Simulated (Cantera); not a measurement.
**SiCl4 + HCl + H2 (chlorosilane synthesis and conversion)**

Charge: 1 mol SiCl4, 4.8 mol HCl, 0.55 mol H2, held at 3.20 bar.

Cantera equilibrium calculation (NASA polynomials, part measured and part estimated; ideal gas, pure solids and liquids). Candidate condensed phases: Si; 19 gas species. The tables' values for SiCl3 are old estimates; treat these amounts as uncertain. Rates play no part.

```csv
T (K),log p HCl,log p SiCl4,log p H2,log p SiCl3,log p SiHCl3,log p SiCl2
1025,0.38,-0.30,-0.56,-4.65,-3.31,-7.68
1075,0.38,-0.30,-0.56,-4.24,-3.15,-6.98
1125,0.38,-0.30,-0.56,-3.86,-3.00,-6.34
1175,0.38,-0.30,-0.56,-3.52,-2.87,-5.75
1225,0.38,-0.30,-0.56,-3.21,-2.75,-5.22
1275,0.38,-0.30,-0.56,-2.92,-2.64,-4.73
1325,0.38,-0.30,-0.56,-2.66,-2.54,-4.28
1375,0.38,-0.30,-0.57,-2.41,-2.45,-3.86
1425,0.39,-0.31,-0.57,-2.19,-2.37,-3.48
1475,0.39,-0.31,-0.58,-1.99,-2.30,-3.13
1525,0.39,-0.32,-0.58,-1.80,-2.24,-2.80
1575,0.39,-0.33,-0.59,-1.63,-2.19,-2.51
```
log p: log10 of the partial pressure in bar; nothing condenses.

From 1025 K to 1575 K nothing is condensed. The main Si-bearing gas is SiCl4 throughout.
